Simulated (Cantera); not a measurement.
Feed: 1 mol Ti(NMe2)4, 0.21 mol O2, 1.6 mol H2, equilibrated at 10.0 mbar.

These are equilibrium values from Cantera (NASA tables, ideal gas, pure condensed phases), not measurements of a reactor. Candidate condensed phases: C, C6H6, C7H8, C8H18, H2O, Ti, TiC, TiN, TiO, TiO2, Ti2O3, Ti3O5, Ti4O7; 139 gas species. The feed counts by its element totals alone. TiC: taken at fixed stoichiometry. Equilibrium is a limit: real reactors are often held back by kinetics, nucleation or transport.

x: gas mole fraction; n: condensed amount in mol.

```csv
T (K),x H2,x N2,x H,x CO,x HCN,x C2H2 (acetylene),n C(graphite),n TiC(s)
1650,0.848,0.124,0.000836,0.0262,0.000897,(withheld),6.56,1.00
1700,0.847,0.124,0.00136,0.0262,0.00119,(withheld),6.56,1.00
1750,0.846,0.124,0.00214,0.0262,0.00155,(withheld),6.55,1.00
1800,0.845,0.124,0.00329,0.0262,0.00198,(withheld),6.54,1.00
1850,0.843,0.123,0.00495,0.0262,0.00251,(withheld),6.53,1.00
1900,0.840,0.123,0.00727,0.0261,0.00313,(withheld),6.52,1.00
1950,0.837,0.122,0.0105,0.0261,0.00385,(withheld),6.50,1.00
2000,0.832,0.121,0.0148,0.0260,0.00469,(withheld),6.48,1.000
2050,0.826,0.121,0.0206,0.0259,0.00564,(withheld),6.45,1.000
2100,0.818,0.120,0.0282,0.0258,0.00671,(withheld),6.42,1.000
2150,0.808,0.118,0.0379,0.0257,0.00789,(withheld),6.39,1.000
```

Question: Some entries are withheld; supply them.

Answer: 
- 1650, x C2H2 (acetylene): 3.87e-5
- 1700, x C2H2 (acetylene): 6.22e-5
- 1750, x C2H2 (acetylene): 9.72e-5
- 1800, x C2H2 (acetylene): 0.000148
- 1850, x C2H2 (acetylene): 0.000220
- 1900, x C2H2 (acetylene): 0.000321
- 1950, x C2H2 (acetylene): 0.000457
- 2000, x C2H2 (acetylene): 0.000639
- 2050, x C2H2 (acetylene): 0.000877
- 2100, x C2H2 (acetylene): 0.00118
- 2150, x C2H2 (acetylene): 0.00157
